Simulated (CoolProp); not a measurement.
The fluid at 336.73 K and 0.047 MPa is throttled through a valve to 0.012 MPa with no heat exchange. The same conditions are run with several fluids, on thermodynamics alone (safety and materials aside).

Values from CoolProp's reference Helmholtz-energy equation of state of each fluid (R236EA: Rui 2013; R11: Jacobsen 1992; propyne: Polt 1992; sulfur dioxide: Gao 2016; R141b: Lemmon 2006). The equations of Platzer and Polt are older, rougher fits.

```tsv
fluid	temperature change (K)	final density (kg/m³)
R236EA	-0.5	(withheld)
R11	-0.9	(withheld)
propyne	-0.5	(withheld)
sulfur dioxide	-0.9	(withheld)
R141b	-0.9	(withheld)
```

**Question.** What belongs in the gaps?

**Answer.** 
- R236EA, final density (kg/m³): 0.654
- R11, final density (kg/m³): 0.592
- propyne, final density (kg/m³): 0.172
- sulfur dioxide, final density (kg/m³): 0.276
- R141b, final density (kg/m³): 0.504
